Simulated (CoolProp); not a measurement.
Vapour-liquid equilibrium of isobutene (1) + n-butane (2) at 352.8 K; x and y are mole fractions of (1).

Values from CoolProp's multi-fluid Helmholtz-energy mixture model, Lemmon 2005 and Bücker 2006; pair parameters Bell 2016.

Task: Give the bubble pressure and the first vapour's composition at x = 0.2, 0.65, 0.8. Is there an azeotrope?

Result: x = 0.2: 10.54 bar, y = 0.227; x = 0.65: 11.49 bar, y = 0.679; x = 0.8: 11.78 bar, y = 0.819. No azeotrope shows between x = 0.05 and 0.95.

The pair parameters rest on a limited set of measurements; away from them the model extrapolates.
